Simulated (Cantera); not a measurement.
What does this Cantera script print?

```python
import numpy as np
import cantera as ct

gas_names = """
    CL CL2 Si SiCL SiCL2 SiCL3 SiCL4 Si2 Si3
""".split()
cond_names = """
    Si(cr) Si(L)
""".split()


def load(file, names, dense=False):
    # The tables refer to 1 bar. Condensed volumes are neglected.
    table = {s.name: s for s in ct.Species.list_from_file(file)}
    out = []
    for n in names:
        d = dict(table[n].input_data)
        d["thermo"] = dict(d["thermo"], **{"reference-pressure": 1e5})
        if dense:
            d["equation-of-state"] = {"model": "constant-volume", "density": "1e6 g/cm^3"}
        out.append(ct.Species.from_dict(d))
    return out


gas = ct.Solution(thermo="ideal-gas", species=load("nasa_gas.yaml", gas_names))
cond = {s.name: ct.Solution(thermo="fixed-stoichiometry", species=[s], name=s.name)
        for s in load("nasa_condensed.yaml", cond_names, dense=True)}
atoms = {
    'Si': {'Si': 1},
    'Cl2': {'CL': 2},
}
top_T = {}  # K; cautious upper limits of use, not melting points


def equilibrate(T, P, feed):
    n = {}
    for name, mol in feed.items():
        for a, k in atoms[name].items():
            n[a] = n.get(a, 0.0) + k * mol
    gas.TPX = T, P, n
    mass = sum(n.values()) * gas.mean_molecular_weight
    gas.equilibrate("TP")
    valid = [c for c in cond.values() if c.min_temp <= T <= top_T.get(c.name, c.max_temp)]
    mix = ct.Mixture([(gas, mass / gas.mean_molecular_weight)] + [(c, 0.0) for c in valid])
    mix.T, mix.P = T, P
    mix.equilibrate("TP", solver="vcs", rtol=1e-11, max_steps=5000)
    return mix


results = []
feed = {'Si': 1, 'Cl2': 2.9}  # mol
T = 523.15  # K
P = 5.4  # Pa
mix = equilibrate(T, P, feed)
results.append((T, P, feed, dict(zip(mix.species_names, mix.species_moles))))
print(gas.report(threshold=0.001))
for i in range(1, mix.n_phases):
    print(f"{mix.phase(i).name:16s} {mix.phase_moles(i):12.5e} mol")
```

Result:

```
       temperature   523.15 K
          pressure   5.4 Pa
           density   0.0001527 kg/m^3
  mean mol. weight   123 kg/kmol
   phase of matter   gas

                          1 kg             1 kmol
                     ---------------   ---------------
          enthalpy       -2.7123e+06       -3.3361e+08  J
   internal energy       -2.7477e+06       -3.3796e+08  J
           entropy              3294        4.0515e+05  J/K
    Gibbs function       -4.4356e+06       -5.4556e+08  J
 heat capacity c_p            571.75             70324  J/K
 heat capacity c_v            504.15             62009  J/K

                      mass frac. Y      mole frac. X     chem. pot. / RT
                     ---------------   ---------------   ---------------
               CL2           0.27305           0.47368           -37.958
             SiCL4           0.72695           0.52632           -204.14
     [   +7 minor]        1.4302e-08        4.9624e-08

Si(cr)            0.00000e+00 mol
```

Cantera equilibrium calculation (NASA polynomials, part measured and part estimated; ideal gas, pure solids and liquids).
